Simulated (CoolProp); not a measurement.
Computed with CoolProp (reference Helmholtz-energy equation of state, Lemmon 2005).

Problem. Give the vapour pressure (kPa), vapour density (kg/m³), surface tension (mN/m) of saturated R125 at 286.8, 308.9 K.

Solution. 
```csv
T (K),p (kPa),vapour density (kg/m³),surface tension (mN/m)
286.8,1010,64.4,5.21
308.9,1810,125,2.64
```

Surface tension comes from a separate correlation (Mulero 2012).
